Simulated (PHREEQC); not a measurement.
Dissolve 1.2 mol HNO3, 0.076 mol KNO3 and 0.014 mol H3BO3 per kg of water at 65 °C. Closed to the air; pH follows from the charge balance.

The numbers come from PHREEQC with the ion-association model, wateq4f.dat.

Precipitation was switched off in this run.

Problem. What pH does the model give?

Solution. pH 0.06.

Caution: at this ionic strength the ion-association model is outside its range; a Pitzer model would be the better tool where its parameters exist. Complexes and solids missing from the database can't appear. Away from 25 °C the constants follow the database's enthalpies or fits; those with neither stay at their 25 °C values.
